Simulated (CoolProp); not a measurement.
Values from CoolProp's reference Helmholtz-energy equation of state, Wu 2012.

Task: Give the vapour pressure (kPa), liquid density (kg/m³), liquid cp (kJ/(kg K)), vapour Z of saturated fluoroethane (R161) at 246.1, 313.5 K.

Result: 
| T (K) | p (kPa) | liquid density (kg/m³) | liquid cp (kJ/(kg K)) | vapour Z |
|---|---|---|---|---|
| 246.1 | 160 | 802 | 2.00 | 0.952 |
| 313.5 | 1380 | 676 | 2.43 | 0.782 |
